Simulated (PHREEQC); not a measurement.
A solution holds 0.97 mmol/kgw NaHSO4, 41 mmol/kgw NH3 and 0.15 mmol/kgw KCl, at 15 °C. Closed to the air; pH follows from the charge balance.

Computed with PHREEQC (ion-association model, phreeqc.dat).

Each row changes one thing in this solution. Precipitation was switched off in this run.

| case | pH | ionic strength (mol/kgw) | NH3 (mol/kgw) | NH4+ (mol/kgw) | NH4SO4- (mol/kgw) | NaSO4- (mol/kgw) |
|---|---|---|---|---|---|---|
| as made | 11.02 | 0.00353 | 0.0395 | 0.00146 | 1.40e-5 | 3.36e-6 |
| NaHSO4 from 0.00097 to 0.000485 mol/kgw | 11.13 | 0.00224 | 0.0399 | 0.00113 | 5.66e-6 | 8.86e-7 |
| diluted 10-fold with water | 10.66 | 0.000518 | 0.00379 | 0.000310 | 3.48e-7 | 3.97e-8 |
| KCl from 0.00015 to 0.0015 mol/kgw | 11.02 | 0.00488 | 0.0395 | 0.00147 | 1.34e-5 | 3.21e-6 |
| KCl from 0.00015 to 1.5e-05 mol/kgw | 11.02 | 0.00340 | 0.0395 | 0.00146 | 1.40e-5 | 3.38e-6 |
| diluted 100-fold with water | 10.18 | 0.000101 | 0.000330 | 7.98e-5 | 9.51e-9 | 4.21e-10 |
| KCl left out | 11.02 | 0.00338 | 0.0395 | 0.00146 | 1.40e-5 | 3.38e-6 |
| temperature from 15 to 90 °C | 9.08 | 0.00353 | 0.0395 | 0.00147 | 1.34e-5 | 4.81e-6 |
| NH3 from 0.041 to 0.0369 mol/kgw | 10.99 | 0.00349 | 0.0355 | 0.00143 | 1.36e-5 | 3.36e-6 |

At this temperature some constants are extrapolated from 25 °C, and those without enthalpy data are left unchanged.
